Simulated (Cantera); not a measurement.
Catalytic combustion on Pt

An isothermal plug-flow reactor at 550 K and 5.00 bar (inlet), inlet velocity 0.69 m/s, active area per volume 2300 1/m; feed 0.545 % H₂, 3.15 % O₂, 95.7 % N₂, 0.606 % H₂O, equivalence ratio 0.087.

Model: Deutschmann's 1995 Pt surface mechanism with GRI-Mech 3.0 gas chemistry, integrated in Cantera. Catalytic surfaces can have several steady states; this one follows from the mechanism file's or the stated starting coverage. Mass transfer to the wall is taken as infinitely fast.

```json
[
 {"z (m)": "4.1e-05", "x H₂": "0.00263", "x O₂": "0.0301", "x H₂O": "0.00889", "θ free Pt": "0.136", "θ O*": "0.811", "θ OH*": "0.0524"},
 {"z (m)": "8.8e-05", "x H₂": "0.00164", "x O₂": "0.0296", "x H₂O": "0.00989", "θ free Pt": "0.0859", "θ O*": "0.869", "θ OH*": "0.0444"},
 {"z (m)": "0.00019", "x H₂": "0.000893", "x O₂": "0.0293", "x H₂O": "0.0106", "θ free Pt": "0.0474", "θ O*": "0.918", "θ OH*": "0.0346"},
 {"z (m)": "0.00041", "x H₂": "0.000448", "x O₂": "0.0291", "x H₂O": "0.0111", "θ free Pt": "0.0240", "θ O*": "0.951", "θ OH*": "0.0254"},
 {"z (m)": "0.00088", "x H₂": "0.000217", "x O₂": "0.0290", "x H₂O": "0.0113", "θ free Pt": "0.0116", "θ O*": "0.970", "θ OH*": "0.0180"},
 {"z (m)": "0.0019", "x H₂": "0.000102", "x O₂": "0.0289", "x H₂O": "0.0114", "θ free Pt": "0.00549", "θ O*": "0.982", "θ OH*": "0.0125"},
 {"z (m)": "0.0041", "x H₂": "4.75e-5", "x O₂": "0.0289", "x H₂O": "0.0115", "θ free Pt": "0.00257", "θ O*": "0.989", "θ OH*": "0.00857"}
]
```
x: gas mole fraction; θ: surface coverage.
